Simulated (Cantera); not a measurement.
A closed system holds: 1 mol HMDSO, 0.22 mol NO, equilibrated at 0.900 Torr.

These are equilibrium values from Cantera (NASA tables, ideal gas, pure condensed phases), not measurements of a reactor. Candidate condensed phases: C, C6H6, C7H8, C8H18, H2O, Si, SiC, SiO2, Si2N2O, Si3N4; 151 gas species. The feed counts by its element totals alone. Mutual solubility and eutectic melting of coexisting phases are not modelled. The tables hold silica as quartz up to 1696 K and as liquid above; real silica turns to tridymite and cristobalite and melts near 1996 K. Rates play no part.

log p: log10 of the partial pressure in bar; n: condensed amount in mol.

```json
[
 {"T (°C)": "927", "log p H2": "-2.94", "log p CO": "-4.26", "log p N2": "-7.16", "log p H": "-8.18", "n C(graphite)": "4.13", "n SiC(s)": "1.44", "n SiO2(β-quartz)": "0.341", "n Si2N2O(s)": "0.109"},
 {"T (°C)": "977", "log p H2": "-2.97", "log p CO": "-3.88", "log p N2": "-6.36", "log p H": "-7.80", "n C(graphite)": "3.10", "n SiC(s)": "1.79", "n SiO2(β-quartz)": "0", "n Si2N2O(s)": "0.106"},
 {"T (°C)": "1027", "log p H2": "-2.98", "log p CO": "-3.87", "log p N2": "(withheld)", "log p H": "(withheld)", "n C(graphite)": "2.98", "n SiC(s)": "1.87", "n SiO2(β-quartz)": "0", "n Si2N2O(s)": "(withheld)"},
 {"T (°C)": "1077", "log p H2": "-2.98", "log p CO": "-3.85", "log p N2": "-4.89", "log p H": "-7.11", "n C(graphite)": "2.78", "n SiC(s)": "2.00", "n SiO2(β-quartz)": "0", "n Si2N2O(s)": "0"},
 {"T (°C)": "1127", "log p H2": "-2.98", "log p CO": "-3.85", "log p N2": "-4.89", "log p H": "-6.80", "n C(graphite)": "2.78", "n SiC(s)": "2.00", "n SiO2(β-quartz)": "0", "n Si2N2O(s)": "0"},
 {"T (°C)": "1177", "log p H2": "-2.98", "log p CO": "-3.85", "log p N2": "-4.90", "log p H": "(withheld)", "n C(graphite)": "2.78", "n SiC(s)": "2.00", "n SiO2(β-quartz)": "0", "n Si2N2O(s)": "0"},
 {"T (°C)": "1227", "log p H2": "-2.98", "log p CO": "-3.85", "log p N2": "-4.90", "log p H": "-6.24", "n C(graphite)": "2.78", "n SiC(s)": "2.00", "n SiO2(β-quartz)": "0", "n Si2N2O(s)": "0"},
 {"T (°C)": "1277", "log p H2": "-2.98", "log p CO": "-3.85", "log p N2": "-4.90", "log p H": "-5.99", "n C(graphite)": "2.78", "n SiC(s)": "2.00", "n SiO2(β-quartz)": "0", "n Si2N2O(s)": "0"},
 {"T (°C)": "1327", "log p H2": "-2.98", "log p CO": "-3.85", "log p N2": "-4.90", "log p H": "-5.76", "n C(graphite)": "2.78", "n SiC(s)": "2.00", "n SiO2(β-quartz)": "0", "n Si2N2O(s)": "0"}
]
```

Question: Complete the blanks.

Answer: 
- 1177, log p H: -6.51
- 1027, log p N2: -5.29
- 1027, log p H: -7.44
- 1027, n Si2N2O(s): 0.0659
